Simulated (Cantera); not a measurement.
An isothermal, constant-pressure homogeneous reactor starts with CH4 : O2 : N2 = 0.027 : 0.029 : 1 (molar parts), equivalence ratio 1.9, at 1248 K and 9.70 bar.

Cantera simulation using GRI-Mech 3.0 (53 species, 325 reactions); the numbers are that mechanism's predictions, not measurements. The temperature is held fixed by assumption; the heat of reaction is taken as removed at once.

x: mole fraction; the columns are a selection and need not sum to one.

```csv
t (s),x CH4,x O2,x HCO,x NO,x OH,x CO2,x C2H6
0.000700,0.0256,0.0275,1.23e-12,<1e-12,7.73e-10,3.81e-10,3.05e-7
0.00154,0.0256,0.0275,5.66e-12,<1e-12,1.01e-9,2.35e-9,1.95e-6
0.00339,0.0255,0.0274,1.78e-11,<1e-12,1.30e-9,8.68e-9,6.74e-6
0.00747,0.0255,0.0274,5.76e-11,<1e-12,2.10e-9,3.69e-8,2.16e-5
0.0164,0.0252,0.0272,2.44e-10,<1e-12,5.15e-9,3.82e-7,8.10e-5
0.0362,0.0230,0.0257,2.72e-9,1.74e-12,3.60e-8,2.37e-5,0.000402
0.0797,0.00465,?,?,1.04e-9,?,?,?
0.176,0.00436,0.000219,1.22e-10,9.84e-10,3.32e-9,0.00410,1.52e-5
0.387,0.00434,?,3.93e-11,7.97e-10,?,0.00431,?
0.851,0.00434,1.71e-5,1.98e-11,5.63e-10,6.25e-10,0.00446,3.13e-6
1.87,0.00434,2.75e-6,1.41e-11,3.24e-10,4.49e-10,0.00464,2.19e-6
4.13,0.00434,8.64e-8,1.32e-11,1.12e-10,4.15e-10,0.00495,2.04e-6
9.08,0.00436,4.14e-11,1.32e-11,1.06e-11,4.07e-10,0.00556,2.11e-6
20.0,0.00441,<1e-12,1.30e-11,<1e-12,3.93e-10,0.00665,2.21e-6
```

### Question
Complete the blanks.

### Answer

- 0.0797, x O2: 0.00126
- 0.0797, x HCO: 1.44e-9
- 0.0797, x OH: 2.42e-8
- 0.0797, x CO2: 0.00350
- 0.0797, x C2H6: 5.89e-5
- 0.387, x O2: 6.28e-5
- 0.387, x OH: 1.21e-9
- 0.387, x C2H6: 6.12e-6
